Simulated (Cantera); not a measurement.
# Adiabatic ignition

An adiabatic, constant-volume homogeneous reactor starts with CH₄ : O₂ : N₂ = 1 : 1.43 : 5.37 (molar parts), equivalence ratio 1.4, at 1100 K and 11.0 bar.

Model: GRI-Mech 3.0 (53 species, 325 reactions), integrated in Cantera.

```
t (s)     T (K)  P (bar)     x CH₄      x O₂     x CH₃     x CH₂   x CH₂CO
--------  -----  -------  --------  --------  --------  --------  --------
4.00e-6    1100     11.0     0.128     0.183   6.07e-9    <1e-12    <1e-12
1.90e-5    1100     11.0     0.128     0.183   2.99e-8    <1e-12    <1e-12
9.06e-5    1100     11.0     0.128     0.183   1.68e-7    <1e-12    <1e-12
0.000431   1100     11.0     0.128     0.183   1.21e-6    <1e-12    <1e-12
0.00205    1100     11.0     0.128     0.183   2.18e-6    <1e-12  2.64e-11
0.00976    1104     11.0     0.128     0.183   4.80e-6    <1e-12   8.53e-9
0.0464     2916     31.5  5.96e-11  0.000365  8.85e-11  1.54e-11    <1e-12
0.221      2916     31.5  5.96e-11  0.000365  8.85e-11  1.54e-11    <1e-12
1.05       2916     31.5  5.96e-11  0.000365  8.85e-11  1.54e-11    <1e-12
5.00       2916     31.5  5.96e-11  0.000365  8.85e-11  1.54e-11    <1e-12
```
x: mole fraction; the columns are a selection and need not sum to one.

```yaml
time_of_steepest_temperature_rise: 17.8 ms
temperature at 5.00 s: 2916 K
equilibrium_temperature: 2916 K
x(CH₄) at 5.00 s: 5.96e-11 (gas-phase equilibrium 6.77e-11)
x(O₂) at 5.00 s: 0.000365 (gas-phase equilibrium 0.000365)
x(CH₃) at 5.00 s: 8.85e-11 (gas-phase equilibrium 1.01e-10)
```
